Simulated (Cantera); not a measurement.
An isothermal, constant-pressure homogeneous reactor starts with C₂H₆ : N₂ = 1 : 1.2 (molar parts), at 1425 K and 0.0130 bar.

Detailed kinetics in Cantera: GRI-Mech 3.0 (53 species, 325 reactions). GRI-Mech 3.0 stops at C3 and has no aromatics, soot or wall deposition, so with more carbon than oxygen in the feed, carbon stays in small species such as C2H2 where larger ones or solid carbon would form. Radical loss at walls, strong at low pressure, is not modelled.

x: mole fraction; the columns are a selection and need not sum to one.

```tsv
t (s)	x C₂H₆	x HCN	x C₂H	x H	x CH₃
2.00e-6	0.455	<1e-12	<1e-12	(withheld)	4.11e-5
1.43e-5	0.454	<1e-12	<1e-12	(withheld)	0.000290
0.000103	0.453	<1e-12	<1e-12	(withheld)	0.00186
0.000737	0.411	3.40e-9	7.72e-10	(withheld)	0.00845
0.00528	0.126	1.66e-8	3.05e-8	(withheld)	0.00804
0.0379	0.00133	2.11e-8	3.31e-8	(withheld)	0.000777
0.271	1.90e-5	2.00e-8	7.35e-9	(withheld)	0.000110
1.95	1.34e-5	1.89e-8	1.00e-8	(withheld)	0.000107
13.9	1.19e-5	1.91e-8	1.16e-8	(withheld)	0.000105
100	3.56e-6	2.20e-8	1.58e-8	(withheld)	6.16e-5
```

What belongs in the gaps?


- 2.00e-6, x H: 1.05e-8
- 1.43e-5, x H: 1.59e-7
- 0.000103, x H: 8.77e-6
- 0.000737, x H: 0.000121
- 0.00528, x H: 0.000218
- 0.0379, x H: 7.43e-5
- 0.271, x H: 1.28e-5
- 1.95, x H: 1.50e-5
- 13.9, x H: 1.75e-5
- 100, x H: 2.59e-5
